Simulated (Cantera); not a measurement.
A Cantera script and what it prints.

```python
import numpy as np
import cantera as ct

gas_names = """
    F FO FO2 F2 F2O N NF NF2 NF3 NO NO2 NO3 N2 N2O O O2 O3 Si SiF SiF2 SiF3 SiF4 SiN SiO SiO2 Si2 Si2N
    Si3
""".split()
cond_names = """
    Si(cr) Si(L) SiO2(Lqz) SiO2(hqz) SiO2(L) Si2N2O(s) Si3N4(a)
""".split()


# ... load() reads the species with a 1 bar reference pressure and builds the phases ...
atoms = {
    'SiF4': {'Si': 1, 'F': 4},
    'NO': {'N': 1, 'O': 1},
    'N2': {'N': 2},
}
top_T = {'Si2N2O(s)': 2100, 'Si3N4(a)': 2400}  # K; cautious upper limits of use, not melting points


# ... equilibrate(T, P, feed) seeds the gas with the atoms and calls Mixture.equilibrate('TP', solver="vcs", rtol=1e-11, max_steps=5000) ...
results = []
feed = {'SiF4': 1, 'NO': 9, 'N2': 32}  # mol
T = 1725  # K
for P in [5, 17, 59, 210, 710, 2400, 8400, 29000, 100000]:
    mix = equilibrate(T, P, feed)
    results.append((T, P, feed, dict(zip(mix.species_names, mix.species_moles))))

top = {s: max(r[3][s] / sum(r[3][g] for g in gas_names) for r in results) for s in gas_names}
cols = sorted((s for s in top if top[s] > 1e-05), key=lambda s: -top[s])[:5]
seen = [c for c in cond_names if any(r[3].get(c, 0) > 1e-12 for r in results)]
print("log10 of partial pressures in bar; condensed amounts in mol")
print(f"{'P/Pa':>10s}" + "".join(f"{s[:9]:>10s}" for s in cols + seen))
for T, P, feed, n in results:
    ng = sum(n[g] for g in gas_names)
    print(f"{P:10.4g}" + "".join(f"{np.log10(max(n[s] / ng * P / 1e5, 1e-99)):10.3f}" for s in cols)
          + "".join(f"{n.get(c, 0):10.4g}" for c in seen))
```

Output:

```
log10 of partial pressures in bar; condensed amounts in mol
      P/Pa        N2        O2      SiF4         O        NO   SiO2(L)
         5    -4.363    -5.282    -5.928    -6.877    -6.929         0
        17    -3.831    -4.748    -5.395    -6.610    -6.396 0.0003422
        59    -3.291    -4.206    -4.854    -6.339    -5.855 0.0005234
       210    -2.739    -3.654    -4.302    -6.063    -5.303 0.0003382
       710    -2.210    -3.124    -3.772    -5.798    -4.773 0.0001954
      2400    -1.681    -2.595    -3.243    -5.534    -4.244 0.0001088
      8400    -1.137    -2.051    -2.699    -5.262    -3.700 5.879e-05
   2.9e+04    -0.599    -1.513    -2.161    -4.993    -3.162  3.18e-05
     1e+05    -0.062    -0.975    -1.623    -4.724    -2.624 1.717e-05
```

These are equilibrium values from Cantera (NASA tables, ideal gas, pure condensed phases), not measurements of a reactor. The tables' values for SiF3, SiO2 are old estimates; treat these amounts as uncertain. The tables hold silica as quartz up to 1696 K and as liquid above; real silica turns to tridymite and cristobalite and melts near 1996 K.
